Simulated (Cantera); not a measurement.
Feed: 1 mol SiC, 0.25 mol Si, 0.011 mol H₂, equilibrated at 67000 Pa.

Method: chemical equilibrium by Gibbs-energy minimisation in Cantera with the NASA 1993 tables (ideal gas, pure condensed phases). Candidate condensed phases: C, C₆H₆, C₇H₈, C₈H₁₈, Si, SiC; 87 gas species. Mutual solubility and eutectic melting of coexisting phases are not modelled. Gases not in the tables: Si₂H₆ and higher silanes. The numbers say what is thermodynamically allowed, not how fast it happens.

Over these rows the condensed part is Si(l) + SiC(s). Partial pressures as log10 of bar:

| T (K) | 1000/T (1/K) | log p Si | log p H₂ | log p H |
|---|---|---|---|---|
| 1973 | 0.5068 | -4.50 | -0.17 | -2.96 |
| 2123 | 0.4710 | -3.77 | -0.18 | -2.53 |
| 2273 | 0.4399 | -3.14 | -0.18 | -2.17 |
| 2423 | 0.4127 | ? | -0.19 | -1.84 |
| 2573 | 0.3887 | -2.09 | -0.20 | -1.56 |
| 2723 | 0.3672 | -1.66 | -0.23 | -1.32 |

### Question
Fit log p(Si) = a + b·(1000/T) to the five rows, give the apparent enthalpy, and predict the row at 2423 K.

### Answer
Means: 1000/T = 0.4347, log p = -3.032. Sxy = -0.269136, Sxx = 0.0132154, so b = -20.37 and a = -3.032 − (-20.37)×0.4347 = 5.82.
Apparent enthalpy: −19.145 × (-20.37) = 390 kJ/mol. The condensed phases alone fix this pressure, through Si(l) = Si(g), so the slope is that reaction's ΔH° and the other gases don't enter. The five rows lie within 0.01 of the line.
Prediction at 2423 K: 5.82 + (-20.37)×0.4127 = -2.59. The computed value is -2.58, 0.01 from the line.
